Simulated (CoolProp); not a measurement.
Vapour-liquid equilibrium of R142b (1) + R113 (2) at 0.0478 MPa; x and y are mole fractions of (1).

Values from CoolProp's multi-fluid Helmholtz-energy mixture model, Lemmon 2006 and Marx 1992; pair parameters Bell 2016.

Q: Give the bubble temperature and the first vapour's composition at x = 0.15, 0.55, 0.75. Is there an azeotrope?

A: x = 0.15: 277.1 K, y = 0.669; x = 0.55: 256.4 K, y = 0.930; x = 0.75: 251.7 K, y = 0.966. No azeotrope shows between x = 0.05 and 0.95.

The pair parameters rest on a limited set of measurements; away from them the model extrapolates.
